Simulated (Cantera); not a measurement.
Charge: 1 mol C₂H₅OH, 0.073 mol NH₃, held at 1273 K and 2.00 mbar.

Cantera equilibrium calculation (NASA polynomials, part measured and part estimated; ideal gas, pure solids and liquids). Candidate condensed phases: C, C₆H₆, C₇H₈, C₈H₁₈, H₂O; 136 gas species. Rates play no part.

Base state: H₂ 0.750, CO 0.241, N₂ 0.00880, H 1.38e-5, HCN 1.30e-5, CH₄ 1.06e-5 (mole fractions); condensed: C(graphite).

Q: What changes in the equilibrium state with this change: C₂H₅OH replaced by C₂H₄?

A: 
```csv
species,before,after
H₂,0.750,0.983
N₂,0.00880,0.0170
HCN,1.30e-5,2.06e-5
CO,0.241,0
CH₄,1.06e-5,1.82e-5
H,1.38e-5,1.58e-5
"C(graphite), mol",1.000,2.00
```
